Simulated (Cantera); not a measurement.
# Equilibrium for calcination and drying: LiOH + H2 + O2

Input: 1 mol LiOH, 1.8 mol H2, 0.53 mol O2, at 10000 Pa.

Method: chemical equilibrium by Gibbs-energy minimisation in Cantera with the NASA 1993 tables (ideal gas, pure condensed phases). Candidate condensed phases: H2O, Li, LiH, LiOH, Li2O; 17 gas species. Equilibrium is a limit: real reactors are often held back by kinetics, nucleation or transport.

| T (K) | x H2O | x LiOH | x H2 | x Li | x H | x OH | x Li2O | x LiH |
|---|---|---|---|---|---|---|---|---|
| 1900 | 0.393 | 0.334 | 0.253 | 0.0169 | 0.00126 | 0.000161 | 0.00142 | 0.000119 |
| 1950 | 0.396 | 0.329 | 0.250 | 0.0207 | 0.00181 | 0.000261 | 0.00148 | 0.000140 |
| 2000 | 0.400 | 0.324 | 0.247 | 0.0249 | 0.00256 | 0.000413 | 0.00153 | 0.000163 |
| 2050 | 0.403 | 0.318 | 0.243 | 0.0296 | 0.00354 | 0.000640 | 0.00157 | 0.000187 |
| 2100 | 0.406 | 0.312 | 0.240 | 0.0347 | 0.00482 | 0.000974 | 0.00160 | 0.000211 |
| 2150 | 0.410 | 0.305 | 0.235 | 0.0402 | 0.00647 | 0.00146 | 0.00162 | 0.000236 |
| 2200 | 0.413 | 0.297 | 0.230 | 0.0460 | 0.00855 | 0.00214 | 0.00162 | 0.000261 |
x: gas mole fraction; nothing condenses.

From 1900 K to 2200 K nothing is condensed. The main Li-bearing gas is LiOH throughout.
